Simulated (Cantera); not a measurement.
An isothermal, constant-pressure homogeneous reactor starts with CH4 : H2O : H2 = 1 : 1.9 : 0.8 (molar parts), at 1375 K and 9.87 atm. Integrator tolerance rtol = 1e-08.

Model: GRI-Mech 3.0 (53 species, 325 reactions), integrated in Cantera.

Problem. What does this change do: temperature 1375 to 1925 K?

Solution. 
```
quantity                                          before                                    after
---------------  ---------------------------------------  ---------------------------------------
x(CH4) at 100 s   0.197 (gas-phase equilibrium 0.000786)  2.54e-6 (gas-phase equilibrium 2.82e-6)
x(H2O) at 100 s      0.411 (gas-phase equilibrium 0.143)      0.149 (gas-phase equilibrium 0.149)
x(H2) at 100 s       0.346 (gas-phase equilibrium 0.681)      0.675 (gas-phase equilibrium 0.675)
x(C2H) at 100 s  1.02e-12 (gas-phase equilibrium <1e-12)    <1e-12 (gas-phase equilibrium <1e-12)
x(CO2) at 100 s    0.0153 (gas-phase equilibrium 0.0161)  0.00858 (gas-phase equilibrium 0.00858)
```

Problem. What does this change do: temperature 1375 to 1348 K?

Solution. 
```
quantity                                          before                                  after
---------------  ---------------------------------------  -------------------------------------
x(CH4) at 100 s   0.197 (gas-phase equilibrium 0.000786)  0.225 (gas-phase equilibrium 0.00116)
x(H2O) at 100 s      0.411 (gas-phase equilibrium 0.143)    0.454 (gas-phase equilibrium 0.143)
x(H2) at 100 s       0.346 (gas-phase equilibrium 0.681)    0.294 (gas-phase equilibrium 0.682)
x(C2H) at 100 s  1.02e-12 (gas-phase equilibrium <1e-12)  <1e-12 (gas-phase equilibrium <1e-12)
x(CO2) at 100 s    0.0153 (gas-phase equilibrium 0.0161)  0.0102 (gas-phase equilibrium 0.0169)
```
